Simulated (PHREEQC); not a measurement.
A solution holds 1.9 mol HNO3 and 0.0013 mol FeCl3 per kg of water, at 25 °C. Closed to the air; pH follows from the charge balance.

Equilibrium calculation in PHREEQC: ion-association model, phreeqc.dat.

The ionic strength comes out as 1.91 mol/kgw. What activity coefficients do NO3-, FeOH+2, FeCl+2, Fe+3, H+ get?

NO3- 0.50, FeOH+2 0.14, FeCl+2 0.14, Fe+3 0.057, H+ 0.73.

This is a speciation only: nothing precipitates in the calculation. Ionic strength above about 0.7 mol/kgw puts this run outside the model's range.
